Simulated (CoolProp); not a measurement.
Properties of nitrous oxide along the isotherm 342.6 K.

Model: reference Helmholtz-energy equation of state, Lemmon 2006, in CoolProp. It is a short technical equation, of lower accuracy than the large ones.

```tsv
p (bar)	phase	Z	cp (kJ/(kg K))	expansivity (1/kK)
7.24	gas	0.9747	0.9509	3.172
14.5	gas	0.9488	0.9865	3.461
21.7	gas	0.9222	1.027	3.790
29	gas	0.8945	1.075	4.177
36.2	gas	0.8662	1.130	4.624
43.5	gas	0.8365	1.196	5.161
50.7	gas	0.8060	1.274	5.798
58	gas	0.7737	1.372	6.588
65.2	gas	0.7404	1.492	7.554
72.4	gas	0.7054	1.644	8.774
79.7	supercritical	0.6680	1.844	10.36
86.9	supercritical	0.6293	2.103	12.40
94.2	supercritical	0.5882	2.449	15.06
101	supercritical	0.5489	2.854	18.06
109	supercritical	0.5039	3.379	21.70
```
